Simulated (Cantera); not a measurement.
# Catalytic combustion on Pt

An isothermal plug-flow reactor at 725 K and 210 Torr (inlet), inlet velocity 0.19 m/s, active area per volume 280 1/m; feed 2.39 % H2, 1.91 % O2, 94.3 % N2, 1.43 % H2O.

Detailed kinetics in Cantera: Deutschmann's 1995 Pt surface mechanism with GRI-Mech 3.0 gas chemistry. Catalytic surfaces can have several steady states; this one follows from the mechanism file's or the stated starting coverage. Mass transfer to the wall is taken as infinitely fast.

```json
[
 {"z (m)": "5.6e-05", "x H2": "0.00450", "x O2": "0.00948", "x H2O": "0.0341", "θ free Pt": "0.868", "θ O*": "0.126", "θ OH*": "0.00594"},
 {"z (m)": "0.00011", "x H2": "0.00126", "x O2": "0.00787", "x H2O": "0.0374", "θ free Pt": "0.293", "θ O*": "0.699", "θ OH*": "0.00773"},
 {"z (m)": "0.00021", "x H2": "0.000502", "x O2": "0.00750", "x H2O": "0.0381", "θ free Pt": "0.134", "θ O*": "0.861", "θ OH*": "0.00581"},
 {"z (m)": "0.00041", "x H2": "0.000190", "x O2": "0.00734", "x H2O": "0.0385", "θ free Pt": "0.0823", "θ O*": "0.913", "θ OH*": "0.00471"},
 {"z (m)": "0.00078", "x H2": "5.21e-5", "x O2": "0.00727", "x H2O": "0.0386", "θ free Pt": "0.0664", "θ O*": "0.929", "θ OH*": "0.00428"},
 {"z (m)": "0.0015", "x H2": "5.71e-6", "x O2": "0.00725", "x H2O": "0.0386", "θ free Pt": "0.0620", "θ O*": "0.934", "θ OH*": "0.00414"},
 {"z (m)": "0.0029", "x H2": "8.75e-8", "x O2": "0.00725", "x H2O": "0.0386", "θ free Pt": "0.0615", "θ O*": "0.934", "θ OH*": "0.00413"},
 {"z (m)": "0.0056", "x H2": "2.82e-11", "x O2": "0.00725", "x H2O": "0.0386", "θ free Pt": "0.0615", "θ O*": "0.934", "θ OH*": "0.00413"}
]
```
x: gas mole fraction; θ: surface coverage.
